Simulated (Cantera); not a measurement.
Charge: 1 mol HMDSO, a varied amount of CO2, 0.79 mol H2, held at 1398 K and 10000 Pa.

Equilibrium computed with Cantera from the NASA thermochemical tables; the gas is ideal and each condensed phase is pure. Candidate condensed phases: C, C6H6, C7H8, C8H18, H2O, Si, SiC, SiO2; 123 gas species. The feed counts by its element totals alone. The tables hold silica as quartz up to 1696 K and as liquid above; real silica turns to tridymite and cristobalite and melts near 1996 K. Gases not in the tables: Si(OH)4. Kinetics and transport are ignored.

Q: Which condensed phases are stable at each of these points (n(CO2) (mol)): 3.4, 4.1, 4.9, 6, 7.2, 8.6, 10, 13, 15, 18, 22, 26?

A: 
| n(CO2) (mol) | condensed phases | Si condensed (%) |
|---|---|---|
| 3.4 | C(graphite) + SiO2(β-quartz) | 100.0 |
| 4.1 | C(graphite) + SiO2(β-quartz) | 100.0 |
| 4.9 | C(graphite) + SiO2(β-quartz) | 100.0 |
| 6 | C(graphite) + SiO2(β-quartz) | 100.0 |
| 7.2 | C(graphite) + SiO2(β-quartz) | 100.0 |
| 8.6 | C(graphite) + SiO2(β-quartz) | 100.0 |
| 10 | SiO2(β-quartz) | 100.0 |
| 13 | SiO2(β-quartz) | 100.0 |
| 15 | SiO2(β-quartz) | 100.0 |
| 18 | SiO2(β-quartz) | 100.0 |
| 22 | SiO2(β-quartz) | 100.0 |
| 26 | SiO2(β-quartz) | 100.0 |

From 3.4 mol CO2 to 8.6 mol CO2 the condensed part is C(graphite) + SiO2(β-quartz). From 10 mol CO2 to 26 mol CO2 the condensed part is SiO2(β-quartz).
